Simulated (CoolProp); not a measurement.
Model: reference Helmholtz-energy equation of state, Span 2000, in CoolProp.

**Question.** Give the vapour pressure (MPa), vapour density (kg/m³), enthalpy of vaporisation (kJ/kg) of saturated nitrogen at 72.2 K.

**Answer.** 
| T (K) | p (MPa) | vapour density (kg/m³) | enthalpy of vaporisation (kJ/kg) |
|---|---|---|---|
| 72.2 | 0.0526 | 2.52 | 206 |
